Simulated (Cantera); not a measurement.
Feed: 1 mol MgF₂, 0.26 mol H₂, 79 mol N₂, 1.4 mol H₂O, at 21.0 mbar.

Method: chemical equilibrium by Gibbs-energy minimisation in Cantera with the NASA 1993 tables (ideal gas, pure condensed phases). Candidate condensed phases: H₂O, Mg, MgF₂, MgO, Mg(OH)₂; 50 gas species. Kinetics and transport are ignored. All values below are at 1825 °C.

Base state: N₂ 0.965, HF 0.0206, H₂O 0.00694, H₂ 0.00236, MgF₂ 0.00172, H 0.00103, Mg 0.000933, MgF 0.000446 (mole fractions); condensed: MgO(s).

### Question
What changes in the equilibrium state with this change: H₂O from 1.4 to 0.38 mol?

### Answer
```json
[
 {"species": "N₂", "before": "0.965", "after": "0.977"},
 {"species": "HF", "before": "0.0206", "after": "0.0125"},
 {"species": "MgF₂", "before": "0.00172", "after": "0.00554"},
 {"species": "H₂O", "before": "0.00694", "after": "0.000791"},
 {"species": "O₂", "before": "0.000141", "after": "2.92e-5"},
 {"species": "OH", "before": "0.000360", "after": "8.20e-5"},
 {"species": "H₂", "before": "0.00236", "after": "0.000591"},
 {"species": "MgF", "before": "0.000446", "after": "0.00119"},
 {"species": "O", "before": "0.000112", "after": "5.11e-5"},
 {"species": "MgO(s), mol", "before": "0.745", "after": "0.289"}
]
```
